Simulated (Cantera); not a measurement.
Feed: 1 mol Si, 2.8 mol NF3, 0.97 mol SF6, at 110 Pa.

Method: chemical equilibrium by Gibbs-energy minimisation in Cantera with the NASA 1993 tables (ideal gas, pure condensed phases). Candidate condensed phases: S, Si, Si3N4; 29 gas species. The tables' values for SF3, SF5 are old estimates; treat these amounts as uncertain. Rates play no part. All values below are at 1102 °C.

Base state: F 0.629, N2 0.154, SiF4 0.110, SF4 0.0711, SF6 0.0349, SF3 0.000630, F2 0.000197, SF5 0.000121 (mole fractions); condensed: gas only.

Task: What changes in the equilibrium state with this change: pressure from 110 Pa to 10000 Pa?

Result: 
```tsv
species	before	after
F	0.629	0.547
N2	0.154	0.183
SiF4	0.110	0.130
SF6	0.0349	0.126
SF4	0.0711	4.12e-5
F2	0.000197	0.0136
SF3	0.000630	4.62e-9
SF2	8.19e-5	<1e-9
SF5	0.000121	5.55e-6
```
